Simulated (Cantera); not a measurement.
## Gas-phase reforming

An isothermal, constant-pressure homogeneous reactor starts with CH4 : CO2 : H2 = 0.35 : 0.93 : 0.16 (molar parts), at 2125 K and 10.0 bar.

Model: GRI-Mech 3.0 (53 species, 325 reactions), integrated in Cantera.

```tsv
t (s)	x CH4	x CO2	x H2	x H2O	x CO	x C2H
3.00e-6	0.204	0.624	0.132	0.00846	0.0102	2.38e-7
1.94e-5	0.0975	0.489	0.193	0.0745	0.0882	3.59e-6
0.000126	0.0150	0.226	0.119	0.249	0.318	6.76e-6
0.000814	0.00623	0.120	0.171	0.218	0.462	1.76e-6
0.00527	0.000151	0.0867	0.217	0.185	0.511	4.87e-9
0.0341	5.86e-8	0.0865	0.217	0.184	0.511	<1e-12
0.221	5.86e-8	0.0865	0.217	0.184	0.511	<1e-12
1.43	5.86e-8	0.0865	0.217	0.184	0.511	<1e-12
9.27	5.86e-8	0.0865	0.217	0.184	0.511	<1e-12
60.0	5.86e-8	0.0865	0.217	0.184	0.511	<1e-12
```
x: mole fraction; the columns are a selection and need not sum to one.

Equilibrium at this temperature and pressure: CH4 6.38e-8, CO2 0.0865, H2 0.217, H2O 0.184, CO 0.511, C2H <1e-12 (gas phase only).
